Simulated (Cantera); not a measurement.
A closed system holds: 1 mol SiCl4, 0.28 mol HCl, 16 mol N2, held at 1.00 bar.

Equilibrium computed with Cantera from the NASA thermochemical tables; the gas is ideal and each condensed phase is pure. Candidate condensed phases: NH4Cl, Si, Si3N4; 28 gas species. Kinetics and transport are ignored.

Q: At 1023 K, list the 3 most abundant gas species with their mole fractions, and the condensed phases.

A: N2 0.926, SiCl4 0.0579, HCl 0.0162. Condensed: gas only.
